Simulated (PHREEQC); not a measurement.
Make-up at 25 °C: 0.012 mol/kgw (CH3)4NF. Closed to the air; pH follows from the charge balance.

Computed with PHREEQC (ion-association model, phreeqc.dat).

Precipitation was switched off in this run.

**Question.** Estimate the pH.

**Answer.** pH 7.60.

(CH3)4N+ isn't in the database: it is added as a free cation with an ion size of 4 Å.
